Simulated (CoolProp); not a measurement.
Dimethyl carbonate at several states: Z from the reference equation and from simpler models built on Tc = 283.9 °C, pc = 4.909 MPa, ω = 0.346; each cubic takes its own stable root.

Values from CoolProp's reference Helmholtz-energy equation of state, Zhou 2011.

| T (°C) | p (MPa) | phase | reference | van der Waals | Peng-Robinson |
|---|---|---|---|---|---|
| 314.75 | 0.497 | gas | 0.9703 | 0.9731 | 0.9675 |
| 123.95 | 6.53 | liquid | 0.1903 | 0.3163 | 0.1877 |
| 199.95 | 0.655 | gas | 0.9168 | 0.9382 | 0.9103 |
| 55.95 | 4.71 | liquid | 0.1510 | 0.2568 | 0.1503 |
